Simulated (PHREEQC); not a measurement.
Make-up at 25 °C: 1.8 mmol/kgw MgBr2, 0.078 mmol/kgw KHF2, 0.24 mmol/kgw Na2B4O7, 6.8 mmol/kgw CsBr and 1 mmol/kgw KCl. Closed to the air; pH follows from the charge balance.

All values are PHREEQC results (ion-association model, wateq4f.dat), not measurements.

This is a speciation only: nothing precipitates in the calculation.

Q: Estimate the pH.

A: pH 9.01.

Q: In which forms is F present?

A: F- 93 %, MgF+ 7.0 % of the F.

Real BF4- forms and hydrolyses slowly; the run takes it at equilibrium.
